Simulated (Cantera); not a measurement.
An isothermal, constant-pressure homogeneous reactor starts with C2H6 : N2 = 1 : 7.6 (molar parts), at 1773 K and 0.0602 atm. Integrator tolerance rtol = 1e-08.

Model: GRI-Mech 3.0 (53 species, 325 reactions), integrated in Cantera. GRI-Mech 3.0 stops at C3 and has no aromatics, soot or wall deposition, so with more carbon than oxygen in the feed, carbon stays in small species such as C2H2 where larger ones or solid carbon would form.

Problem. What does this change do: C2H6 1 to 0.61 parts?

Solution. 
| quantity | before | after |
|---|---|---|
| x(C2H6) at 90.0 s | 5.08e-10 (gas-phase equilibrium 2.38e-10) | 1.57e-10 (gas-phase equilibrium 6.19e-11) |
| x(C2H4) at 90.0 s | 3.04e-5 (gas-phase equilibrium 1.39e-5) | 1.43e-5 (gas-phase equilibrium 5.26e-6) |
| x(H) at 90.0 s | 0.000503 (gas-phase equilibrium 0.000503) | 0.000417 (gas-phase equilibrium 0.000417) |
| x(C2H2) at 90.0 s | 0.0942 (gas-phase equilibrium 0.0430) | 0.0646 (gas-phase equilibrium 0.0238) |
| x(C2H) at 90.0 s | 1.96e-6 (gas-phase equilibrium 8.96e-7) | 1.62e-6 (gas-phase equilibrium 5.98e-7) |

Problem. What does this change do: N2 7.6 to 36 parts?

Solution. 
```json
[
 {"quantity": "x(C2H6) at 90.0 s", "before": "5.08e-10 (gas-phase equilibrium 2.38e-10)", "after": "6.22e-12 (gas-phase equilibrium 2.08e-12)"},
 {"quantity": "x(C2H4) at 90.0 s", "before": "3.04e-5 (gas-phase equilibrium 1.39e-5)", "after": "2.24e-6 (gas-phase equilibrium 4.47e-7)"},
 {"quantity": "x(H) at 90.0 s", "before": "0.000503 (gas-phase equilibrium 0.000503)", "after": "0.000262 (gas-phase equilibrium 0.000262)"},
 {"quantity": "x(C2H2) at 90.0 s", "before": "0.0942 (gas-phase equilibrium 0.0430)", "after": "0.0256 (gas-phase equilibrium 0.00510)"},
 {"quantity": "x(C2H) at 90.0 s", "before": "1.96e-6 (gas-phase equilibrium 8.96e-7)", "after": "1.02e-6 (gas-phase equilibrium 2.04e-7)"}
]
```
